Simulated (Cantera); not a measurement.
Input: 1 mol SiH2Cl2, 96 mol N2, 1.2 mol H2, at 2025 K and 21.0 Pa.

These are equilibrium values from Cantera (NASA tables, ideal gas, pure condensed phases), not measurements of a reactor. Candidate condensed phases: NH4Cl, Si, Si3N4; 28 gas species. The tables' values for SiCl, SiN are old estimates; treat these amounts as uncertain. Rates play no part.

Base state: N2 0.948, H 0.0135, H2 0.0103, HCl 0.00924, Cl 0.00896, Si 0.00890, SiCl2 0.000617, SiCl 0.000309 (mole fractions); condensed: gas only.

Q: What changes in the equilibrium state with this change: N2 from 96 to 11 mol?

A: 
```csv
species,before,after
N2,0.948,0.716
H2,0.0103,0.0895
HCl,0.00924,0.0676
SiCl2,0.000617,0.0183
Si,0.00890,0.0427
H,0.0135,0.0397
Cl,0.00896,0.0223
SiCl3,1.71e-7,1.26e-5
Si2,3.14e-6,7.22e-5
```
The tables' values for SiCl, SiN, SiCl3 are old estimates; treat these amounts as uncertain.
